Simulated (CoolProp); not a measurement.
Vapour-liquid equilibrium of R1234yf (1) + R227EA (2) at 246.9 K; x and y are mole fractions of (1).

The numbers come from the multi-fluid Helmholtz-energy mixture model, Lemmon 2022 and Lemmon 2016; pair parameters Bell 2016 in CoolProp.

```tsv
x	bubble pressure (MPa)	y at the bubble point	dew pressure at overall composition x (MPa)	liquid density (mol/L)
0.05	0.06744	0.087	0.06624	9.355
0.15	0.07281	0.240	0.06956	9.506
0.25	0.07805	[?]	0.07319	9.662
0.35	0.08320	0.486	0.07716	9.823
0.45	0.08831	0.588	0.08152	9.989
0.55	[?]	[?]	0.08634	10.16
0.65	0.09847	0.762	0.09169	10.34
0.75	[?]	0.838	0.09768	10.52
0.85	0.1087	0.907	[?]	10.71
0.95	0.1138	0.970	0.1121	10.90
```

Problem. Some entries are withheld; supply them.

Solution. 
- 0.25, y at the bubble point: 0.371
- 0.55, bubble pressure (MPa): 0.09339
- 0.55, y at the bubble point: 0.679
- 0.75, bubble pressure (MPa): 0.1036
- 0.85, dew pressure at overall composition x (MPa): 0.1044

No azeotrope shows between x = 0.05 and 0.95.

Pair parameters are fitted to limited data, so mixtures are less certain than the pure fluids.
